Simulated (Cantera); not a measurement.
What does this Cantera script print?

```python
import numpy as np
import cantera as ct

gas = ct.Solution("gri30.yaml")
gas.TPX = 1000, 150000, {'CH4': 1, 'CO': 0.95, 'O2': 3.44, 'N2': 12.9}
reactor = ct.IdealGasConstPressureReactor(gas, energy="on", clone=False)
net = ct.ReactorNet([reactor])
net.rtol, net.atol = 1e-08, 1e-16
show = ['CH4', 'CO', 'O2', 'CH2', 'HCN', 'HO2', 'NO']
times = np.geomspace(4e-06, 9, 11)

steps = ct.SolutionArray(gas, extra=["t"])
rows = []
print(f"{'t/s':>10s}{'T/K':>9s}{'P/Pa':>11s}" + "".join(f"{s:>11s}" for s in show))
for t in times:
    while net.time < t:
        t_next = net.step()
        steps.append(gas.state, t=t_next)
    rows.append([np.interp(t, steps.t, y) for y in (steps.T, steps.P, *steps(*show).X.T)])
    print(f"{t:10.3e}{rows[-1][0]:9.1f}{rows[-1][1]:11.4g}" + "".join(f"{x:11.3e}" for x in rows[-1][2:]))
rate = np.gradient(steps.T, steps.t)
print("integrator steps:", len(steps.t))
if steps.T.max() > steps.T[0] + 200:
    print(f"time of steepest temperature rise: {steps.t[rate.argmax()]:.4e} s")
gas.TPX = 1000, 150000, {'CH4': 1, 'CO': 0.95, 'O2': 3.44, 'N2': 12.9}
gas.equilibrate("HP")
print(f"equilibrium (HP): T = {gas.T:.1f} K  " + "  ".join(f"{s} {gas[s].X[0]:.3e}" for s in show))
```

Result:

```
       t/s      T/K       P/Pa        CH4         CO         O2        CH2        HCN        HO2         NO
 4.000e-06   1000.0    1.5e+05  5.467e-02  5.194e-02  1.881e-01  8.199e-21  1.438e-31  3.038e-11  5.609e-24
 1.727e-05   1000.0    1.5e+05  5.467e-02  5.194e-02  1.881e-01  8.242e-20  9.290e-30  1.401e-10  4.834e-23
 7.456e-05   1000.0    1.5e+05  5.467e-02  5.194e-02  1.881e-01  4.422e-19  2.430e-28  6.076e-10  2.475e-22
 3.219e-04   1000.0    1.5e+05  5.467e-02  5.194e-02  1.881e-01  2.770e-18  5.058e-27  2.405e-09  1.139e-21
 1.390e-03   1000.0    1.5e+05  5.467e-02  5.194e-02  1.881e-01  2.868e-17  1.106e-25  7.496e-09  5.614e-21
 6.000e-03   1000.0    1.5e+05  5.467e-02  5.194e-02  1.881e-01  4.506e-16  3.261e-24  1.789e-08  4.076e-20
 2.590e-02   1000.0    1.5e+05  5.467e-02  5.194e-02  1.881e-01  1.607e-15  7.180e-23  3.346e-08  4.666e-19
 1.118e-01   1000.3    1.5e+05  5.464e-02  5.193e-02  1.881e-01  2.526e-15  6.863e-22  6.575e-08  4.618e-18
 4.828e-01   1002.6    1.5e+05  5.439e-02  5.187e-02  1.878e-01  1.294e-14  2.243e-20  3.089e-07  5.330e-17
 2.085e+00   2398.4    1.5e+05  1.614e-18  7.685e-03  5.139e-02  5.679e-18  9.789e-12  4.311e-06  9.022e-03
 9.000e+00   2398.4    1.5e+05  1.614e-18  7.685e-03  5.139e-02  5.679e-18  9.789e-12  4.311e-06  9.022e-03
integrator steps: 2644
time of steepest temperature rise: 1.0286e+00 s
equilibrium (HP): T = 2398.4 K  CH4 2.337e-18  CO 7.685e-03  O2 5.139e-02  CH2 8.204e-18  HCN 9.789e-12  HO2 4.311e-06  NO 9.022e-03
```

Cantera simulation using GRI-Mech 3.0 (53 species, 325 reactions); the numbers are that mechanism's predictions, not measurements.
